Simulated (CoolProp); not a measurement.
Vapour pressure (bar) of ethylbenzene: the reference equation beside estimates from Tc = 617.1 K, pc = 36.22 bar, ω = 0.304. Clausius-Clapeyron is anchored at 407.3 K with a constant enthalpy of vaporisation of 35.73 kJ/mol.

Model: reference Helmholtz-energy equation of state, Zhou 2012, in CoolProp.

| T (K) | reference | Clausius-Clapeyron | Redlich-Kwong | Peng-Robinson |
|---|---|---|---|---|
| 389.8 | 0.5816 | 0.5976 | 1.248 | 0.5840 |
| 394.2 | 0.6629 | 0.6758 | 1.390 | 0.6650 |
| 398.6 | 0.7530 | 0.7622 | 1.545 | 0.7548 |
| 402.9 | 0.8502 | 0.8552 | 1.709 | 0.8515 |
| 407.3 | 0.9596 | 0.9596 | 1.889 | 0.9605 |
| 411.7 | 1.080 | 1.074 | 2.082 | 1.080 |
| 416.1 | 1.212 | 1.199 | 2.290 | 1.211 |
| 420.4 | 1.352 | 1.333 | 2.507 | 1.352 |
| 424.8 | 1.509 | 1.482 | 2.745 | 1.508 |
| 429.2 | 1.679 | 1.644 | 2.999 | 1.678 |
| 433.6 | 1.864 | 1.820 | 3.269 | 1.862 |
| 438 | 2.065 | 2.010 | 3.556 | 2.062 |
| 442.3 | 2.276 | 2.211 | 3.853 | 2.274 |
| 446.7 | 2.509 | 2.434 | 4.176 | 2.507 |

Absolute difference from the reference over all 14 rows, mean and median: Clausius-Clapeyron 1.7 and 1.9 %, Redlich-Kwong 88.4 and 87.2 %, Peng-Robinson 0.1 and 0.1 %.
